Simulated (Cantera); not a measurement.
A freely propagating, adiabatic, planar premixed flame of CH4 : C2H6 : C3H8 : O2 : N2 = 1 : 0.11 : 0.74 : 6.08 : 22.9 (molar parts), unburnt at 500 K and 4.93 atm; mixture-averaged transport, grid criteria slope 0.08 and curve 0.16, no radiation.

Cantera simulation using GRI-Mech 3.0 (53 species, 325 reactions); the numbers are that mechanism's predictions, not measurements. GRI-Mech 3.0 was tuned for natural gas; its chemistry of propane as a main component is partial and can be far from experiment. Burning velocities carry a grid error of a few per cent, more on coarse grids.

x: mole fraction of selected species; z is measured from the peak of heat release.

```
z (mm)   T (K)  u (m/s)     x CH4    x C2H6    x C3H8     x OH   x H2O2       x O
-------  -----  -------  --------  --------  --------  -------  -------  --------
-0.264     500    0.665    0.0324   0.00357    0.0240    <1e-8  3.78e-8     <1e-8
-0.176     503    0.669    0.0323   0.00356    0.0240    <1e-8  5.53e-7     <1e-8
-0.132     511    0.683    0.0320   0.00355    0.0239    <1e-8  2.49e-6     <1e-8
-0.0880    571    0.766    0.0306   0.00349    0.0235      ___  1.49e-5     <1e-8
-0.0440    959     1.32    0.0230   0.00296    0.0175      ___  6.76e-5   8.92e-7
-0.0220   1386     1.94    0.0145   0.00183   0.00644      ___  4.82e-5   3.93e-5
0         1808     2.56   0.00432  0.000156  0.000147      ___  3.22e-6  0.000578
0.0220    2003     2.83  0.000351   4.94e-7   4.47e-8      ___  9.50e-7   0.00197
0.0440    2080     2.93   1.38e-5     <1e-8     <1e-8  0.00735  7.07e-7   0.00254
0.0880    2167     3.03   2.78e-8     <1e-8     <1e-8  0.00760  5.28e-7   0.00213
0.176     2255     3.13     <1e-8     <1e-8     <1e-8      ___  3.73e-7   0.00135
0.352     2326     3.22     <1e-8     <1e-8     <1e-8      ___  2.63e-7  0.000759
0.704     2370     3.27     <1e-8     <1e-8     <1e-8      ___  1.99e-7  0.000461
```

Question: Some entries are withheld; supply them.

Answer: 
- -0.0880, x OH: 9.26e-8
- -0.0440, x OH: 1.22e-5
- -0.0220, x OH: 0.000172
- 0, x OH: 0.00187
- 0.0220, x OH: 0.00555
- 0.176, x OH: 0.00666
- 0.352, x OH: 0.00538
- 0.704, x OH: 0.00438
